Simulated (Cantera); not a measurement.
An adiabatic, constant-pressure homogeneous reactor starts with 15.9 % CH₄, 17.6 % O₂, 66.5 % N₂, equivalence ratio 1.8, at 1175 K and 1580 Torr.

Detailed kinetics in Cantera: GRI-Mech 3.0 (53 species, 325 reactions).

**Question.** Predict: time of steepest temperature rise; temperature at 0.100 s; equilibrium temperature; x(O₂) at 0.100 s; x(NO) at 0.100 s; x(CH₂O) at 0.100 s; x(HCO) at 0.100 s; x(H₂O) at 0.100 s; x(OH) at 0.100 s.

**Answer.** 
```
Quantity                                                               Value
---------------------------------  -----------------------------------------
time of steepest temperature rise                                    46.3 ms
temperature at 0.100 s                                                2371 K
equilibrium temperature                                               2371 K
x(O₂) at 0.100 s                     5.82e-6 (gas-phase equilibrium 5.82e-6)
x(NO) at 0.100 s                     8.36e-5 (gas-phase equilibrium 8.22e-5)
x(CH₂O) at 0.100 s                   1.27e-8 (gas-phase equilibrium 1.27e-8)
x(HCO) at 0.100 s                    1.47e-7 (gas-phase equilibrium 1.47e-7)
x(H₂O) at 0.100 s                        0.146 (gas-phase equilibrium 0.146)
x(OH) at 0.100 s                   0.000692 (gas-phase equilibrium 0.000692)
```
